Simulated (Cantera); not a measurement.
Feed: 1 mol C3H6, 1.5 mol CO2, 0.91 mol H2, held at 2775 K and 1.00 bar.

These are equilibrium values from Cantera (NASA tables, ideal gas, pure condensed phases), not measurements of a reactor. Rates play no part.

| species | before | after |
|---|---|---|
| H2 | 0.508 | 0.489 |
| CO | 0.423 | 0.417 |
| H | 0.0534 | 0.0789 |
| C2H2 (acetylene) | 0.0156 | 0.0150 |
| CH4 | 2.61e-5 | 1.06e-5 |
| C3 | 2.31e-5 | 5.26e-5 |
| C | 5.00e-6 | 1.14e-5 |
| CH3 | 4.61e-5 | 2.88e-5 |
| C2H | 0.000198 | 0.000293 |
| C4H2 | 0.000199 | 0.000191 |
| C(graphite), mol | 1.27 | 1.27 |
Gas species are given as mole fractions.

### Question
Which change was made?
(A) temperature from 2775 K to 1748 K
(B) temperature from 2775 K to 1423.15 K
(C) CO2 from 1.5 to 3.1 mol
(D) pressure from 1.00 bar to 0.440 bar

### Answer
D, pressure from 1.00 bar to 0.440 bar
